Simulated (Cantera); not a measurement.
Source: NASA polynomial tables (part measured, part estimated), evaluated in Cantera. Values are per mole of reaction as written; species without (g) are pure solids or liquids, kept so even where they would boil at 1 bar.

2 F2(g) + N(g) + 2 BaO = NO2(g) + 2 BaF2

```json
[
 {"T (K)": "300", "ΔH° (kJ)": "?", "ΔS° (J/K)": "?", "ΔG° (kJ)": "?", "log10 K": "?", "condensed phases": "BaO(s), BaF2(s)"},
 {"T (K)": "2573", "ΔH° (kJ)": "?", "ΔS° (J/K)": "?", "ΔG° (kJ)": "?", "log10 K": "?", "condensed phases": "BaO(l), BaF2(l)"},
 {"T (K)": "2673", "ΔH° (kJ)": "-1737.5", "ΔS° (J/K)": "-224.7", "ΔG° (kJ)": "-1137.0", "log10 K": "22.22", "condensed phases": "BaO(l), BaF2(l)"},
 {"T (K)": "2773", "ΔH° (kJ)": "?", "ΔS° (J/K)": "?", "ΔG° (kJ)": "?", "log10 K": "?", "condensed phases": "BaO(l), BaF2(l)"},
 {"T (K)": "2873", "ΔH° (kJ)": "-1731.8", "ΔS° (J/K)": "-222.6", "ΔG° (kJ)": "-1092.3", "log10 K": "19.86", "condensed phases": "BaO(l), BaF2(l)"},
 {"T (K)": "2973", "ΔH° (kJ)": "?", "ΔS° (J/K)": "?", "ΔG° (kJ)": "?", "log10 K": "?", "condensed phases": "BaO(l), BaF2(l)"}
]
```

Complete the blanks.


- 300, ΔH° (kJ): -1759.3
- 300, ΔS° (J/K): -270.3
- 300, ΔG° (kJ): -1678.2
- 300, log10 K: 292.20
- 2573, ΔH° (kJ): -1740.3
- 2573, ΔS° (J/K): -225.7
- 2573, ΔG° (kJ): -1159.5
- 2573, log10 K: 23.54
- 2773, ΔH° (kJ): -1734.7
- 2773, ΔS° (J/K): -223.6
- 2773, ΔG° (kJ): -1114.6
- 2773, log10 K: 21.00
- 2973, ΔH° (kJ): -1728.8
- 2973, ΔS° (J/K): -221.6
- 2973, ΔG° (kJ): -1070.1
- 2973, log10 K: 18.80
